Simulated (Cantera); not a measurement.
Input: 1 mol CuO, 4.2 mol HF, 3.1 mol H₂, held at 1525 K and 0.133 bar.

Equilibrium computed with Cantera from the NASA thermochemical tables; the gas is ideal and each condensed phase is pure. Candidate condensed phases: Cu, CuF₂, CuO, Cu(OH)₂, Cu₂O, H₂O; 27 gas species. The numbers say what is thermodynamically allowed, not how fast it happens.

Base state: HF 0.575, H₂ 0.288, H₂O 0.137, Cu 9.33e-5, CuF 5.12e-5, H 3.47e-5 (mole fractions); condensed: Cu(l).

Q: What changes in the equilibrium state with this change: pressure from 0.133 bar to 23.0 Pa?

A: 
```tsv
species	before	after
HF	0.575	0.542
H₂	0.288	0.272
H₂O	0.137	0.129
Cu	9.33e-5	0.0541
Cu₂	4.29e-8	2.48e-5
H	3.47e-5	0.000814
OH	5.13e-7	1.20e-5
CuF	5.12e-5	0.00119
Cu(l), mol	0.999	0.572
```
